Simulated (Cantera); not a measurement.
An adiabatic, constant-pressure homogeneous reactor starts with 5.80 % CH4, 3.13 % H2, 19.1 % O2, 72.0 % N2, equivalence ratio 0.69, at 1748 K and 0.750 bar.

Detailed kinetics in Cantera: GRI-Mech 3.0 (53 species, 325 reactions).

Task: Predict: time of steepest temperature rise; temperature at 7.00 s; equilibrium temperature; x(H2) at 7.00 s; x(O2) at 7.00 s; x(NO2) at 7.00 s.

Result: time of steepest temperature rise: 79.1 µs
temperature at 7.00 s: 2697 K
equilibrium temperature: 2697 K
x(H2) at 7.00 s: 0.00872 (gas-phase equilibrium 0.00872)
x(O2) at 7.00 s: 0.0555 (gas-phase equilibrium 0.0555)
x(NO2) at 7.00 s: 5.04e-6 (gas-phase equilibrium 5.04e-6)
